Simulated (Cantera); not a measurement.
An isothermal, constant-pressure homogeneous reactor starts with CH4 : CO2 = 1 : 2 (molar parts), at 1275 K and 101000 Pa.

Detailed kinetics in Cantera: GRI-Mech 3.0 (53 species, 325 reactions).

Predict: x(CH4) at 10.0 s; x(CO2) at 10.0 s; x(CH2CO) at 10.0 s; x(CO) at 10.0 s.


```
Item                                                  Result
------------------  ----------------------------------------
x(CH4) at 10.0 s       0.313 (gas-phase equilibrium 1.46e-5)
x(CO2) at 10.0 s         0.653 (gas-phase equilibrium 0.100)
x(CH2CO) at 10.0 s  1.16e-7 (gas-phase equilibrium 5.50e-11)
x(CO) at 10.0 s        0.00436 (gas-phase equilibrium 0.500)
```
